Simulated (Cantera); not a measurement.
Input: 1 mol C2H4, 4.5 mol H2O, at 1975 K and 7.50 Torr.

Method: chemical equilibrium by Gibbs-energy minimisation in Cantera with the NASA 1993 tables (ideal gas, pure condensed phases). Candidate condensed phases: C, C6H6, C7H8, C8H18, H2O; 110 gas species. Rates play no part.

Base state: H2 0.489, H2O 0.267, CO 0.209, CO2 0.0254, H 0.00957, OH 0.000497 (mole fractions); condensed: gas only.

Task: What changes in the equilibrium state with this change: temperature from 1975 K to 2100 K?

Result: 
```json
[
 {"species": "H2", "before": "0.489", "after": "0.479"},
 {"species": "H2O", "before": "0.267", "after": "0.266"},
 {"species": "CO", "before": "0.209", "after": "0.209"},
 {"species": "H", "before": "0.00957", "after": "0.0216"},
 {"species": "CO2", "before": "0.0254", "after": "0.0235"},
 {"species": "O2", "before": "1.69e-6", "after": "1.08e-5"},
 {"species": "O", "before": "7.16e-6", "after": "4.57e-5"},
 {"species": "OH", "before": "0.000497", "after": "0.00142"}
]
```

Task: What changes in the equilibrium state with this change: H2O from 4.5 to 0.8 mol?

Result: 
| species | before | after |
|---|---|---|
| H2 | 0.489 | 0.767 |
| CO | 0.209 | 0.221 |
| H | 0.00957 | 0.0120 |
| H2O | 0.267 | 2.20e-7 |
| CO2 | 0.0254 | 1.41e-8 |
| C2H2 (acetylene) | <1e-9 | 0.000498 |
| OH | 0.000497 | <1e-9 |
| C(graphite), mol | 0 | 1.20 |

Task: What changes in the equilibrium state with this change: pressure from 7.50 Torr to 1 atm?

Result: 
| species | before | after |
|---|---|---|
| H2 | 0.489 | 0.495 |
| H2O | 0.267 | 0.269 |
| CO | 0.209 | 0.210 |
| H | 0.00957 | 0.000957 |
| CO2 | 0.0254 | 0.0253 |
| OH | 0.000497 | 4.94e-5 |
